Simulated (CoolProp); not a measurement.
Vapour pressure (kPa) of propylene: the reference equation beside estimates from Tc = 364.2 K, pc = 4555 kPa, ω = 0.146. Clausius-Clapeyron is anchored at 269 K with a constant enthalpy of vaporisation of 16.15 kJ/mol.

The numbers come from the reference Helmholtz-energy equation of state, Lemmon 2013 in CoolProp.

| T (K) | reference | Lee-Kesler | Clausius-Clapeyron | van der Waals | Peng-Robinson |
|---|---|---|---|---|---|
| 249.9 | 272.2 | 271.8 | 296.6 | 823.9 | 271.9 |
| 253.7 | 311.6 | 311.5 | 333.2 | 890.5 | 311.0 |
| 257.6 | 356.3 | 356.6 | 374.1 | 962.4 | 355.6 |
| 261.4 | 404.4 | 405.1 | 417.5 | 1036 | 403.5 |
| 265.2 | 457.2 | 458.2 | 464.4 | 1113 | 456.1 |
| 269 | 515.0 | 516.4 | 515.0 | 1194 | 513.7 |
| 272.9 | 579.7 | 581.6 | 571.0 | 1281 | 578.3 |
| 276.7 | 648.5 | 650.6 | 629.6 | 1369 | 647.0 |
| 280.5 | 723.0 | 725.5 | 692.4 | 1461 | 721.5 |
| 284.4 | 805.9 | 808.8 | 761.4 | 1560 | 804.5 |
| 288.2 | 893.2 | 896.3 | 833.1 | 1660 | 892.0 |
| 292 | 987.2 | 990.5 | 909.5 | 1764 | 986.3 |
| 295.8 | 1088 | 1092 | 990.7 | 1872 | 1088 |

Absolute difference from the reference over all 13 rows, mean and median: Lee-Kesler 0.3 and 0.3 %, Clausius-Clapeyron 4.9 and 5.0 %, van der Waals 127.3 and 121.0 %, Peng-Robinson 0.2 and 0.2 %.
